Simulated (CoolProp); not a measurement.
Vapour-liquid equilibrium of fluoroethane (R161) (1) + R1234yf (2) at 0.221 bar; x and y are mole fractions of (1).

Model: multi-fluid Helmholtz-energy mixture model, Wu 2012 and Lemmon 2022; pair parameters Bell 2016, in CoolProp.

| x | bubble temperature, mixture model (°C) | bubble temperature, Raoult's law (°C) | y, mixture model | y, Raoult's law |
|---|---|---|---|---|
| 0.05 | -59.8 | -59.6 | 0.084 | 0.074 |
| 0.2 | -61.5 | -60.8 | 0.299 | 0.275 |
| 0.35 | -62.8 | -61.9 | 0.468 | 0.450 |
| 0.5 | -63.9 | -63.0 | 0.607 | 0.604 |
| 0.65 | -64.8 | -64.0 | 0.729 | 0.739 |
| 0.8 | -65.4 | -64.9 | 0.843 | 0.860 |
| 0.95 | -66.0 | -65.8 | 0.959 | 0.967 |

The largest gap from Raoult's law is -0.9 K in bubble temperature, at x = 0.5. No azeotrope shows between x = 0.05 and 0.95.

Pair parameters are fitted to limited data, so mixtures are less certain than the pure fluids.
